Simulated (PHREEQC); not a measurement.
Dissolve 0.12 mol/kgw NH4HF2, 0.12 mol/kgw (NH4)2SiF6, 0.00045 mol/kgw H3PO4 and 0.17 mol/kgw HCl at 68 °C. Closed to the air; pH follows from the charge balance.

All values are PHREEQC results (ion-association model, phreeqc.dat), not measurements.

```csv
quantity,before,after
pH,1.38,1.66
F- (mol/kgw),0.00299,0.00242
HF2- (mol/kgw),0.00290,0.00120
H3PO4 (mol/kgw),0.000383,0.000174
SI of Quartz (SiO2),-4.95,-3.70
```

Name the change that produced these shifts.
A. diluted 2-fold with water
B. H3PO4 replaced by Na3PO4 at the same molality
C. temperature from 68 to 20 °C
D. diluted 5-fold with water

A, diluted 2-fold with water

Precipitation was switched off in this run. Away from 25 °C the constants follow the database's enthalpies or fits; those with neither stay at their 25 °C values. SiF6-2 is the database's only silicon fluoride.
